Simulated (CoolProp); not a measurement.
A simple Rankine cycle with n-heptane: condensing at 328.15 K, boiler at 1.29 MPa, turbine inlet 529.6 K, turbine efficiency 0.8, pump efficiency 0.6, no recuperator. Each further row changes one setting.

Values from CoolProp's reference Helmholtz-energy equation of state, Span 2003. It is a short technical equation, of lower accuracy than the large ones.

```tsv
case	thermal efficiency (%)	net work (kJ/kg)	heat in (kJ/kg)	turbine exit temperature (K)	volume ratio over the turbine
as stated	15.8	120	757	467.0	62.1
turbine inlet 549.6 K	15.5	?	815	?	?
condensing temperature 320.15 K	16.7	130	776	462.8	85.3
boiler pressure 0.903 MPa	14.7	113	771	475.2	40.5
turbine efficiency 0.7	?	105	757	?	62.9
```

Fill in the missing entries.


- turbine inlet 549.6 K, net work (kJ/kg): 126
- turbine inlet 549.6 K, turbine exit temperature (K): 488.0
- turbine inlet 549.6 K, volume ratio over the turbine: 60.0
- turbine efficiency 0.7, thermal efficiency (%): 13.8
- turbine efficiency 0.7, turbine exit temperature (K): 473.4
